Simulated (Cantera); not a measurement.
What does this Cantera script print?

```python
import numpy as np
import cantera as ct

gas_names = """
    H H2 N NH NH2 NH3 N2 N2H2 N2H4 Si SiH SiH2 SiH3 SiH4 SiN Si2 Si2N Si3
""".split()
cond_names = """
    Si(cr) Si(L) Si3N4(a)
""".split()


# ... load() reads the species with a 1 bar reference pressure and builds the phases ...
atoms = {
    'trisilylamine': {'Si': 3, 'N': 1, 'H': 9},
    'NH3': {'N': 1, 'H': 3},
}
top_T = {'Si3N4(a)': 2400}  # K; cautious upper limits of use, not melting points


# ... equilibrate(T, P, feed) seeds the gas with the atoms and calls Mixture.equilibrate('TP', solver="vcs", rtol=1e-11, max_steps=5000) ...
results = []
feed = {'trisilylamine': 1, 'NH3': 1.2}  # mol
P = 780  # Pa
for T in [1323, 1373, 1423, 1473, 1523, 1573, 1623, 1673, 1723]:
    mix = equilibrate(T, P, feed)
    results.append((T, P, feed, dict(zip(mix.species_names, mix.species_moles))))

top = {s: max(r[3][s] / sum(r[3][g] for g in gas_names) for r in results) for s in gas_names}
cols = sorted((s for s in top if top[s] > 1e-05), key=lambda s: -top[s])[:8]
seen = [c for c in cond_names if any(r[3].get(c, 0) > 1e-12 for r in results)]
print("log10 of partial pressures in bar; condensed amounts in mol")
print(f"{'T/K':>10s}" + "".join(f"{s[:9]:>10s}" for s in cols + seen))
for T, P, feed, n in results:
    ng = sum(n[g] for g in gas_names)
    print(f"{T:10.4g}" + "".join(f"{np.log10(max(n[s] / ng * P / 1e5, 1e-99)):10.3f}" for s in cols)
          + "".join(f"{n.get(c, 0):10.4g}" for c in seen))
```

It prints:

```
log10 of partial pressures in bar; condensed amounts in mol
       T/K        H2        N2         H        Si       SiH      SiH2    Si(cr)     Si(L)  Si3N4(a)
      1323    -2.108    -6.044    -6.854   -10.052   -10.241    -9.056     1.351         0    0.5496
      1373    -2.108    -5.513    -6.532    -9.411    -9.711    -8.709     1.354         0    0.5488
      1423    -2.108    -5.019    -6.232    -8.816    -9.219    -8.387     1.362         0    0.5461
      1473    -2.110    -4.559    -5.953    -8.262    -8.761    -8.088     1.384         0    0.5388
      1523    -2.112    -4.131    -5.692    -7.744    -8.334    -7.810     1.441         0    0.5198
      1573    -2.119    -3.730    -5.450    -7.260    -7.937    -7.554     1.581         0    0.4729
      1623    -2.134    -3.354    -5.227    -6.806    -7.570    -7.323     1.918         0    0.3606
      1673    -2.168    -3.002    -5.027    -6.379    -7.235    -7.126     2.733         0    0.0889
      1723    -2.179    -2.936    -4.828    -6.007    -6.939    -6.949         0     2.999         0
```

These are equilibrium values from Cantera (NASA tables, ideal gas, pure condensed phases), not measurements of a reactor. The feed counts by its element totals alone. Mutual solubility and eutectic melting of coexisting phases are not modelled. Gases not in the tables: Si2H6 and higher silanes.
